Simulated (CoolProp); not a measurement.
Vapour-liquid equilibrium of hydrogen chloride (1) + propane (2) at -41.65 °C; x and y are mole fractions of (1).

Values from CoolProp's multi-fluid Helmholtz-energy mixture model, Thol 2018 and Lemmon 2009; pair parameters Bell 2016.

| x | bubble pressure, mixture model (kPa) | bubble pressure, Raoult's law (kPa) | y, mixture model | y, Raoult's law |
|---|---|---|---|---|
| 0.05 | 183.0 | 134.3 | 0.447 | 0.269 |
| 0.125 | 286.9 | 180.7 | 0.662 | 0.499 |
| 0.2 | 371.5 | 227.1 | 0.750 | 0.636 |
| 0.275 | 438.3 | 273.4 | 0.798 | 0.726 |
| 0.35 | 490.0 | 319.8 | 0.828 | 0.790 |
| 0.425 | 529.9 | 366.2 | 0.848 | 0.838 |
| 0.5 | 561.4 | 412.5 | 0.864 | 0.875 |
| 0.575 | 587.6 | 458.9 | 0.877 | 0.904 |
| 0.65 | 611.0 | 505.3 | 0.890 | 0.928 |
| 0.725 | 633.5 | 551.6 | 0.904 | 0.948 |
| 0.8 | 656.4 | 598.0 | 0.921 | 0.965 |
| 0.875 | 680.4 | 644.4 | 0.943 | 0.980 |
| 0.95 | 705.3 | 690.7 | 0.973 | 0.993 |

The largest gap from Raoult's law is +63.6 % in bubble pressure, at x = 0.2. No azeotrope shows between x = 0.05 and 0.95.

Pair parameters are fitted to limited data, so mixtures are less certain than the pure fluids. With so large a gap from Raoult's law the liquid may split in two, which this calculation doesn't test in full.
